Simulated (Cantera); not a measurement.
A Cantera script and what it prints.

```python
import numpy as np
import cantera as ct

gas_names = [...]  # 123 gases of nasa_gas.yaml made of C, H, O, Si
cond_names = """
    C(gr) C6H6(L) C7H8(L) C8H18(L),n-octa H2O(s) H2O(L) Si(cr) Si(L) SiC(b) SiO2(Lqz) SiO2(hqz) SiO2(L)
""".split()


# ... load() reads the species with a 1 bar reference pressure and builds the phases ...
atoms = {
    'Si': {'Si': 1},
    'CO2': {'C': 1, 'O': 2},
    'H2': {'H': 2},
}
top_T = {'C(gr)': 4500, 'SiC(b)': 3050}  # K; cautious upper limits of use, not melting points


# ... equilibrate(T, P, feed) seeds the gas with the atoms and calls Mixture.equilibrate('TP', solver="vcs", rtol=1e-11, max_steps=5000) ...
results = []
feed = {'Si': 1, 'CO2': 0.014, 'H2': 45}  # mol
T = 2048  # K
for P in [0.1, 2.5, 63, 1600, 40000, 1000000]:
    mix = equilibrate(T, P, feed)
    results.append((T, P, feed, dict(zip(mix.species_names, mix.species_moles))))

top = {s: max(r[3][s] / sum(r[3][g] for g in gas_names) for r in results) for s in gas_names}
cols = sorted((s for s in top if top[s] > 0.001), key=lambda s: -top[s])[:6]
seen = [c for c in cond_names if any(r[3].get(c, 0) > 1e-12 for r in results)]
print("log10 of partial pressures in bar; condensed amounts in mol")
print(f"{'P/Pa':>10s}" + "".join(f"{s[:9]:>10s}" for s in cols + seen))
for T, P, feed, n in results:
    ng = sum(n[g] for g in gas_names)
    print(f"{P:10.4g}" + "".join(f"{np.log10(max(n[s] / ng * P / 1e5, 1e-99)):10.3f}" for s in cols)
          + "".join(f"{n.get(c, 0):10.4g}" for c in seen))
```

Output:

```
log10 of partial pressures in bar; condensed amounts in mol
      P/Pa        H2         H        Si     Si(L)    SiC(b)
       0.1    -6.847    -6.073    -7.908         0         0
       2.5    -4.805    -5.052    -6.357         0         0
        63    -3.249    -4.274    -4.899         0         0
      1600    -1.806    -3.553    -4.122     0.722         0
     4e+04    -0.400    -2.850    -4.122    0.9566  0.004708
     1e+06     0.999    -2.150    -4.122    0.9705         0
```

Cantera equilibrium calculation (NASA polynomials, part measured and part estimated; ideal gas, pure solids and liquids). Mutual solubility and eutectic melting of coexisting phases are not modelled. Gases not in the tables: Si2H6 and higher silanes.
